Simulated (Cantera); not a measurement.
A closed system holds: 1 mol C2H2, a varied amount of H2O, equilibrated at 2102 °C and 0.300 Torr.

These are equilibrium values from Cantera (NASA tables, ideal gas, pure condensed phases), not measurements of a reactor. Candidate condensed phases: C, C6H6, C7H8, C8H18, H2O; 110 gas species. Kinetics and transport are ignored.

### Question
At 1.2 mol H2O, list the 5 most abundant gas species with their mole fractions, and the condensed phases.

### Answer
H 0.397, H2 0.318, CO 0.283, C2H2 (acetylene) 0.00197, C3 0.000160. Condensed: C(graphite).
